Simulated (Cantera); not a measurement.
What does this Cantera script print?

```python
import numpy as np
import cantera as ct

gas_names = [...]  # 113 gases of nasa_gas.yaml made of C, H, O, Ta
cond_names = """
    C(gr) C6H6(L) C7H8(L) C8H18(L),n-octa H2O(s) H2O(L) Ta(cr) Ta(L) TaC(s) TaC(L) Ta2O5(s) Ta2O5(L)
""".split()


# ... load() reads the species with a 1 bar reference pressure and builds the phases ...
atoms = {
    'Ta(OEt)5': {'Ta': 1, 'C': 10, 'H': 25, 'O': 5},
    'CO2': {'C': 1, 'O': 2},
    'H2': {'H': 2},
    'O2': {'O': 2},
}
top_T = {'C(gr)': 4500}  # K; cautious upper limits of use, not melting points


# ... equilibrate(T, P, feed) seeds the gas with the atoms and calls Mixture.equilibrate('TP', solver="vcs", rtol=1e-11, max_steps=5000) ...
results = []
feed = {'Ta(OEt)5': 1, 'CO2': 2.4, 'H2': 41, 'O2': 6}  # mol
T = 1775  # K
P = 97000  # Pa
mix = equilibrate(T, P, feed)
results.append((T, P, feed, dict(zip(mix.species_names, mix.species_moles))))
x = sorted(zip(gas.X, gas.species_names), reverse=True)
print(f"T = {T:g} K  P = {P:g} Pa  gas = {mix.phase_moles(0):.4g} mol")
print("   x: " + "  ".join(f"{s} {v:.3e}" for v, s in x if v > 0.0001))
print("   condensed (mol): " + ("  ".join(f"{mix.phase(i).name} {mix.phase_moles(i):.4g}"
      for i in range(1, mix.n_phases) if mix.phase_moles(i) > 1e-12) or "none"))
```

Result:

```
T = 1775 K  P = 97000 Pa  gas = 65.91 mol
   x: H2 7.136e-01  CO 1.814e-01  H2O 9.799e-02  CO2 6.697e-03  H 2.483e-04
   condensed (mol): Ta2O5(s) 0.5
```

These are equilibrium values from Cantera (NASA tables, ideal gas, pure condensed phases), not measurements of a reactor. The feed counts by its element totals alone.
